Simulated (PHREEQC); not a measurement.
Synthetic water in mmol/kgw, 25 °C, pH 6.31, pe 12.2: Na 106; K 22.6; Ca 4.89; Mg 11.4; Cl 138; S(6) 10.9; Alkalinity (meq/kgw) 0.17; B 0.579.

Valence states are taken as typed.

Computed with PHREEQC (ion-association model, wateq4f.dat).

No solid was allowed to form.

Question: Order these C species by the share of C that they hold, largest first: MgHCO3+, CaHCO3+, CO2, NaHCO3, HCO3-.

Answer: HCO3- (53 %), CO2 (42 %), MgHCO3+ (2.2 %), NaHCO3 (1.7 %), CaHCO3+ (0.95 %)

The pH is 6.31 and the ionic strength 0.176 mol/kgw.
